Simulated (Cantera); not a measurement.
Input: 1 mol Fe2O3, 1.3 mol H2, equilibrated at 0.825 Torr.

Method: chemical equilibrium by Gibbs-energy minimisation in Cantera with the NASA 1993 tables (ideal gas, pure condensed phases). Candidate condensed phases: Fe, FeO, Fe(OH)2, Fe(OH)3, Fe2O3, Fe3O4, H2O; 12 gas species. The tables' stoichiometric FeO is somewhat more stable than real wüstite, so its field is too wide. FeO: taken at fixed stoichiometry. Equilibrium is a limit: real reactors are often held back by kinetics, nucleation or transport.

Problem. Which condensed phases are stable at each of these points (T (K)): 1350, 1400, 1450, 1500, 1550, 1600, 1650, 1700?

Solution. 
| T (K) | condensed phases | Fe condensed (%) |
|---|---|---|
| 1350 | FeO(s) | 100.0 |
| 1400 | FeO(s) | 100.0 |
| 1450 | FeO(s) | 100.0 |
| 1500 | FeO(s) | 100.0 |
| 1550 | FeO(s) | 100.0 |
| 1600 | FeO(s) | 100.0 |
| 1650 | FeO(l) | 100.0 |
| 1700 | FeO(l) | 99.9 |

From 1350 K to 1600 K the condensed part is FeO(s). From 1650 K to 1700 K the condensed part is FeO(l).
